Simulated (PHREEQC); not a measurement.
Consider water at 75 °C with 0.0098 mol/kgw LiOH, 0.0036 mol/kgw H3BO3 and 0.0011 mol/kgw Na2CO3. Closed to the air; pH follows from the charge balance.

Computed with PHREEQC (ion-association model, phreeqc.dat).

```csv
quantity,before,after
pH,10.45,10.63
ionic strength (mol/kgw),0.0126,0.0126
CO3-2 (mol/kgw),0.000716,0.000774
HCO3- (mol/kgw),0.000237,0.000168
NaHCO3 (mol/kgw),1.68e-7,1.18e-7
CO2 (mol/kgw),1.58e-8,7.30e-9
```

### Question
Which change was made?
A. Na2CO3 from 0.0011 to 0.00121 mol/kgw
B. diluted 10-fold with water
C. diluted 100-fold with water
D. H3BO3 left out
E. H3BO3 replaced by Cu(BF4)2 at the same molality

### Answer
D, H3BO3 left out

Precipitation was switched off in this run. At this temperature some constants are extrapolated from 25 °C, and those without enthalpy data are left unchanged.
